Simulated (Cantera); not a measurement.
A Cantera script and its output.

```python
import numpy as np
import cantera as ct

gas = ct.Solution("gri30.yaml")
gas.TPX = 1850, 430, {'C2H6': 1, 'N2': 2.8, 'H2O': 0.042}
reactor = ct.IdealGasConstPressureReactor(gas, energy="off", clone=False)
net = ct.ReactorNet([reactor])
net.rtol, net.atol = 1e-08, 1e-18
show = ['C2H6', 'H2', 'CH3', 'CH2', 'H']
times = np.geomspace(0.0001, 2, 12)

steps = ct.SolutionArray(gas, extra=["t"])
rows = []
print(f"{'t/s':>10s}{'T/K':>9s}{'P/Pa':>11s}" + "".join(f"{s:>11s}" for s in show))
for t in times:
    while net.time < t:
        t_next = net.step()
        steps.append(gas.state, t=t_next)
    rows.append([np.interp(t, steps.t, y) for y in (steps.T, steps.P, *steps(*show).X.T)])
    print(f"{t:10.3e}{rows[-1][0]:9.1f}{rows[-1][1]:11.4g}" + "".join(f"{x:11.3e}" for x in rows[-1][2:]))
rate = np.gradient(steps.T, steps.t)
print("integrator steps:", len(steps.t))
if steps.T.max() > steps.T[0] + 200:
    print(f"time of steepest temperature rise: {steps.t[rate.argmax()]:.4e} s")
gas.TPX = 1850, 430, {'C2H6': 1, 'N2': 2.8, 'H2O': 0.042}
gas.equilibrate("TP")
print(f"equilibrium (TP): T = {gas.T:.1f} K  " + "  ".join(f"{s} {gas[s].X[0]:.3e}" for s in show))
```

It prints:

```
       t/s      T/K       P/Pa       C2H6         H2        CH3        CH2          H
 1.000e-04   1850.0        430  1.997e-01  6.294e-03  6.694e-02  1.295e-04  1.178e-03
 2.460e-04   1850.0        430  1.113e-01  3.870e-02  1.085e-01  2.865e-04  3.007e-03
 6.053e-04   1850.0        430  1.617e-02  1.118e-01  9.670e-02  3.429e-04  6.113e-03
 1.489e-03   1850.0        430  3.903e-04  2.015e-01  3.174e-02  1.425e-04  4.833e-03
 3.664e-03   1850.0        430  6.982e-05  2.478e-01  1.184e-02  4.894e-05  2.551e-03
 9.016e-03   1850.0        430  2.455e-05  2.711e-01  6.000e-03  2.109e-05  1.605e-03
 2.218e-02   1850.0        430  1.080e-05  2.858e-01  3.648e-03  1.128e-05  1.204e-03
 5.458e-02   1850.0        430  5.257e-06  2.991e-01  2.447e-03  7.305e-06  1.071e-03
 1.343e-01   1850.0        430  2.410e-06  3.140e-01  1.667e-03  5.597e-06  1.153e-03
 3.304e-01   1850.0        430  7.341e-07  3.289e-01  9.680e-04  4.279e-06  1.443e-03
 8.129e-01   1850.0        430  1.254e-07  3.390e-01  4.494e-04  3.034e-06  2.083e-03
 2.000e+00   1850.0        430  2.061e-08  3.446e-01  2.146e-04  2.223e-06  3.126e-03
integrator steps: 1330
equilibrium (TP): T = 1850.0 K  C2H6 3.760e-12  H2 3.473e-01  CH3 3.173e-06  CH2 5.212e-08  H 4.877e-03
```

Detailed kinetics in Cantera: GRI-Mech 3.0 (53 species, 325 reactions). GRI-Mech 3.0 stops at C3 and has no aromatics, soot or wall deposition, so with more carbon than oxygen in the feed, carbon stays in small species such as C2H2 where larger ones or solid carbon would form. Radical loss at walls, strong at low pressure, is not modelled.
